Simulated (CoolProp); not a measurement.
R114 along the isotherm 500 K: Z from the reference equation and from simpler models built on Tc = 420.6 K, pc = 3.352 MPa, ω = 0.252; each cubic takes its own stable root.

Values from CoolProp's reference Helmholtz-energy equation of state, Platzer 1990. This equation is an older, rougher fit; its heat capacities, sound speeds and derivatives of the liquid may be far off and weren't checked against measurements.

```json
[
 {"p (MPa)": "0.762", "phase": "gas", "reference": "0.9569", "van der Waals": "0.9546", "Redlich-Kwong": "0.9526", "Soave-Redlich-Kwong": "0.9576", "Peng-Robinson": "0.9506"},
 {"p (MPa)": "1.52", "phase": "gas", "reference": "0.9118", "van der Waals": "0.9062", "Redlich-Kwong": "0.9037", "Soave-Redlich-Kwong": "0.9145", "Peng-Robinson": "0.9011"},
 {"p (MPa)": "2.29", "phase": "gas", "reference": "0.8638", "van der Waals": "0.8529", "Redlich-Kwong": "0.8519", "Soave-Redlich-Kwong": "0.8698", "Peng-Robinson": "0.8504"},
 {"p (MPa)": "3.05", "phase": "gas", "reference": "0.8146", "van der Waals": "0.7952", "Redlich-Kwong": "0.7987", "Soave-Redlich-Kwong": "0.8250", "Peng-Robinson": "0.8006"},
 {"p (MPa)": "3.81", "phase": "supercritical", "reference": "0.7641", "van der Waals": "0.7314", "Redlich-Kwong": "0.7439", "Soave-Redlich-Kwong": "0.7803", "Peng-Robinson": "0.7517"},
 {"p (MPa)": "4.57", "phase": "supercritical", "reference": "0.7137", "van der Waals": "0.6614", "Redlich-Kwong": "0.6886", "Soave-Redlich-Kwong": "0.7368", "Peng-Robinson": "0.7050"},
 {"p (MPa)": "5.33", "phase": "supercritical", "reference": "0.6656", "van der Waals": "0.5916", "Redlich-Kwong": "0.6362", "Soave-Redlich-Kwong": "0.6965", "Peng-Robinson": "0.6626"},
 {"p (MPa)": "6.1", "phase": "supercritical", "reference": "0.6230", "van der Waals": "0.5440", "Redlich-Kwong": "0.5920", "Soave-Redlich-Kwong": "0.6619", "Peng-Robinson": "0.6266"},
 {"p (MPa)": "6.86", "phase": "supercritical", "reference": "0.5910", "van der Waals": "0.5308", "Redlich-Kwong": "0.5632", "Soave-Redlich-Kwong": "0.6365", "Peng-Robinson": "0.6002"},
 {"p (MPa)": "7.62", "phase": "supercritical", "reference": "0.5714", "van der Waals": "0.5381", "Redlich-Kwong": "0.5498", "Soave-Redlich-Kwong": "0.6211", "Peng-Robinson": "0.5835"},
 {"p (MPa)": "8.38", "phase": "supercritical", "reference": "0.5632", "van der Waals": "0.5551", "Redlich-Kwong": "0.5482", "Soave-Redlich-Kwong": "0.6149", "Peng-Robinson": "0.5756"}
]
```
